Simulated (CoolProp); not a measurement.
Vapour-liquid equilibrium of carbon dioxide (1) + CH2F2 (R32) (2) at 261.1 K; x and y are mole fractions of (1).

Model: multi-fluid Helmholtz-energy mixture model, Span 1996 and Tillner-Roth 1997; pair parameters Bell 2016, in CoolProp.

```csv
x,bubble pressure (kPa),y at the bubble point,dew pressure at overall composition x (kPa),liquid density (mol/L)
0.05,636.0,0.172,566.7,21.12
0.15,826.2,0.407,622.2,21.26
0.25,1018,0.559,688.8,21.41
0.35,1210,0.665,770.5,21.56
0.45,1402,0.744,872.8,21.72
0.55,1594,0.807,1004,21.88
0.65,1786,0.858,1179,22.04
0.75,1981,0.903,1418,22.20
0.85,2180,0.943,1753,22.35
0.95,2389,0.981,2217,22.50
```

No azeotrope shows between x = 0.05 and 0.95.

Pair parameters are fitted to limited data, so mixtures are less certain than the pure fluids.
